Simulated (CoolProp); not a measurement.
n-perfluorobutane along the isotherm 450 K: fugacity coefficient from the reference equation and from simpler models built on Tc = 386.3 K, pc = 2.322 MPa, ω = 0.372; each cubic takes its own stable root.

Computed with CoolProp (reference Helmholtz-energy equation of state, Gao 2022).

```tsv
p (MPa)	phase	reference	van der Waals	Redlich-Kwong	Soave-Redlich-Kwong	Peng-Robinson
0.0316	gas	0.9975	0.9972	0.9970	0.9974	0.9970
0.0599	gas	0.9953	0.9948	0.9944	0.9951	0.9943
0.114	gas	0.9910	0.9900	0.9894	0.9907	0.9891
0.215	gas	0.9830	0.9812	0.9800	0.9824	0.9795
0.408	gas	0.9679	0.9644	0.9622	0.9669	0.9614
0.774	gas	0.9394	0.9327	0.9290	0.9378	0.9279
1.47	gas	0.8859	0.8731	0.8675	0.8842	0.8671
2.78	supercritical	0.7889	0.7616	0.7579	0.7898	0.7627
5.27	supercritical	0.6300	0.5762	0.5846	0.6423	0.6069
10	supercritical	0.4803	0.4535	0.4435	0.5091	0.4669
```
